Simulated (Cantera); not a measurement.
A Cantera script and what it prints.

```python
import numpy as np
import cantera as ct

gas_names = [...]  # 136 gases of nasa_gas.yaml made of C, H, N, O
cond_names = """
    C(gr) C6H6(L) C7H8(L) C8H18(L),n-octa H2O(s) H2O(L)
""".split()


# ... load() reads the species with a 1 bar reference pressure and builds the phases ...
atoms = {
    'CO': {'C': 1, 'O': 1},
    'NH3': {'N': 1, 'H': 3},
    'N2': {'N': 2},
}
top_T = {'C(gr)': 4500}  # K; cautious upper limits of use, not melting points


# ... equilibrate(T, P, feed) seeds the gas with the atoms and calls Mixture.equilibrate('TP', solver="vcs", rtol=1e-11, max_steps=5000) ...
results = []
feed = {'CO': 1, 'NH3': 0.93, 'N2': 4.9}  # mol
T = 875  # K
P = 2900000  # Pa
mix = equilibrate(T, P, feed)
results.append((T, P, feed, dict(zip(mix.species_names, mix.species_moles))))
x = sorted(zip(gas.X, gas.species_names), reverse=True)
print(f"T = {T:g} K  P = {P:g} Pa  gas = {mix.phase_moles(0):.4g} mol")
print("   x: " + "  ".join(f"{s} {v:.3e}" for v, s in x if v > 0.001))
print("   condensed (mol): " + ("  ".join(f"{mix.phase(i).name} {mix.phase_moles(i):.4g}"
      for i in range(1, mix.n_phases) if mix.phase_moles(i) > 1e-12) or "none"))
```

Result:

```
T = 875 K  P = 2.9e+06 Pa  gas = 6.787 mol
   x: N2 7.902e-01  H2O 6.910e-02  H2 5.607e-02  CH4 3.980e-02  CO2 3.390e-02  CO 1.043e-02
   condensed (mol): C(gr) 0.429
```

These are equilibrium values from Cantera (NASA tables, ideal gas, pure condensed phases), not measurements of a reactor.
